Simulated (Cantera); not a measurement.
**Adiabatic ignition**

An adiabatic, constant-pressure homogeneous reactor starts with 9.28 % H₂, 22.1 % O₂, 68.5 % N₂, 0.111 % NO, at 1623 K and 1.60 bar.

Cantera simulation using GRI-Mech 3.0 (53 species, 325 reactions); the numbers are that mechanism's predictions, not measurements.

```
t (s)     T (K)      x H₂   x O₂     x NO     x H₂O       x H    x HO₂
--------  -----  --------  -----  -------  --------  --------  -------
1.00e-6    1623    0.0928  0.221  0.00111   1.21e-6   1.36e-6  8.40e-7
3.40e-6    1623    0.0924  0.221  0.00111  0.000229  0.000147  8.41e-6
1.16e-5    1817   0.00587  0.166  0.00114    0.0736    0.0154  4.69e-5
3.93e-5    2082   0.00259  0.174  0.00118    0.0853   0.00337  1.67e-5
0.000134   2210  0.000659  0.179  0.00121    0.0923  0.000376  6.64e-6
0.000454   2238  0.000261  0.181  0.00125    0.0943   9.21e-5  6.54e-6
0.00154    2239  0.000255  0.181  0.00132    0.0944   8.89e-5  6.56e-6
0.00524    2238  0.000255  0.181  0.00158    0.0944   8.85e-5  6.54e-6
0.0178     2236  0.000252  0.181  0.00243    0.0944   8.72e-5  6.49e-6
0.0606     2231  0.000246  0.179  0.00489    0.0945   8.37e-5  6.36e-6
0.206      2222  0.000234  0.177  0.00935    0.0946   7.76e-5  6.12e-6
0.700      2218  0.000228  0.176   0.0114    0.0946   7.48e-5  6.01e-6
```
x: mole fraction; the columns are a selection and need not sum to one.

| Quantity | Result |
|---|---|
| time of steepest temperature rise | 7.30 µs |
| temperature at 0.700 s | 2218 K |
| equilibrium temperature | 2218 K |
| x(H₂) at 0.700 s | 0.000228 (gas-phase equilibrium 0.000228) |
| x(O₂) at 0.700 s | 0.176 (gas-phase equilibrium 0.176) |
| x(NO) at 0.700 s | 0.0114 (gas-phase equilibrium 0.0115) |
